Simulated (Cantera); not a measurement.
A closed system holds: 1 mol Si, 1.8 mol N2O, a varied amount of H2, held at 1525 K and 150 Pa.

Method: chemical equilibrium by Gibbs-energy minimisation in Cantera with the NASA 1993 tables (ideal gas, pure condensed phases). Candidate condensed phases: H2O, Si, SiO2, Si2N2O, Si3N4; 35 gas species. Mutual solubility and eutectic melting of coexisting phases are not modelled. The tables hold silica as quartz up to 1696 K and as liquid above; real silica turns to tridymite and cristobalite and melts near 1996 K. Rates play no part.

log p: log10 of the partial pressure in bar; n: condensed amount in mol.

| n(H2) (mol) | log p H2 | log p N2 | log p SiO | log p H | log p H2O | n SiO2(β-quartz) | n Si2N2O(s) |
|---|---|---|---|---|---|---|---|
| 1.9 | -3.12 | -3.15 | -4.32 | -6.19 | -7.27 | 0.826 | 0.0259 |
| 3.9 | -3.00 | -3.34 | -4.29 | -6.13 | -7.17 | 0.800 | 0 |
| 5.8 | -2.95 | -3.46 | -4.41 | -6.10 | -7.00 | 0.799 | 0 |
| 7.8 | -2.92 | -3.56 | -4.51 | -6.09 | -6.87 | 0.799 | 0 |
| 9.7 | -2.91 | ___ | ___ | -6.08 | ___ | 0.799 | 0 |
| 12 | -2.89 | -3.71 | -4.67 | -6.07 | -6.68 | 0.798 | 0 |
| 14 | -2.88 | -3.77 | -4.72 | -6.07 | -6.62 | 0.797 | 0 |
| 16 | -2.88 | -3.82 | -4.77 | -6.06 | -6.56 | 0.797 | 0 |
| 18 | -2.87 | -3.87 | -4.82 | -6.06 | -6.51 | 0.796 | 0 |
| 19 | -2.87 | -3.89 | -4.84 | -6.06 | -6.49 | 0.795 | 0 |

Q: Some entries are withheld; supply them.

A: 
- 9.7, log p N2: -3.64
- 9.7, log p SiO: -4.59
- 9.7, log p H2O: -6.77
